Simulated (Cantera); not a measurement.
A closed system holds: 1 mol SiH2Cl2, 3.2 mol HCl, 110 mol H2, equilibrated at 6.50 mbar.

Equilibrium computed with Cantera from the NASA thermochemical tables; the gas is ideal and each condensed phase is pure. Candidate condensed phases: Si; 19 gas species. Equilibrium is a limit: real reactors are often held back by kinetics, nucleation or transport.

Problem. What share of the Si ends up in condensed phases as a function of T (K), at 948, 1048, 1148, 1248, 1348, 1448, 1548, 1648?

Solution. 
```json
[
 {"T (K)": "948", "Si condensed (%)": "0.0", "as": "-"},
 {"T (K)": "1048", "Si condensed (%)": "31.6", "as": "Si(s)"},
 {"T (K)": "1148", "Si condensed (%)": "52.1", "as": "Si(s)"},
 {"T (K)": "1248", "Si condensed (%)": "55.0", "as": "Si(s)"},
 {"T (K)": "1348", "Si condensed (%)": "52.9", "as": "Si(s)"},
 {"T (K)": "1448", "Si condensed (%)": "50.2", "as": "Si(s)"},
 {"T (K)": "1548", "Si condensed (%)": "47.6", "as": "Si(s)"},
 {"T (K)": "1648", "Si condensed (%)": "44.7", "as": "Si(s)"}
]
```
